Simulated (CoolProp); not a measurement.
Model: reference Helmholtz-energy equation of state, Rui 2013, in CoolProp.

Problem. Give the vapour pressure (bar), liquid density (kg/m³), vapour density (kg/m³), liquid cp (kJ/(kg K)) of saturated R236EA at 275, 312.1, 386.3 K.

Solution. 
| T (K) | p (bar) | liquid density (kg/m³) | vapour density (kg/m³) | liquid cp (kJ/(kg K)) |
|---|---|---|---|---|
| 275 | 0.847 | 1500 | 5.86 | 1.23 |
| 312.1 | 3.27 | 1380 | 21.3 | 1.28 |
| 386.3 | 20.7 | 1040 | 157 | 1.73 |
